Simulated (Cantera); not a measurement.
Charge: 1 mol SiH2Cl2, 11 mol H2, held at 600 °C and 8.25 Torr.

Equilibrium computed with Cantera from the NASA thermochemical tables; the gas is ideal and each condensed phase is pure. Candidate condensed phases: Si; 19 gas species. The tables' values for SiCl3 are old estimates; treat these amounts as uncertain. Rates play no part.

Base state: H2 0.952, SiCl4 0.0316, SiHCl3 0.00813, HCl 0.00793, SiCl3 0.000212, SiH2Cl2 0.000191, SiCl2 8.37e-5 (mole fractions); condensed: Si(s).

**Question.** What changes in the equilibrium state with this change: pressure from 8.25 Torr to 473 Torr?

**Answer.** 
```tsv
species	before	after
H2	0.952	0.952
SiCl4	0.0316	0.0248
SiHCl3	0.00813	0.0187
HCl	0.00793	0.00271
SiH3Cl	1.07e-6	2.11e-5
SiCl2	8.37e-5	9.80e-6
Si(s), mol	0.497	0.442
```
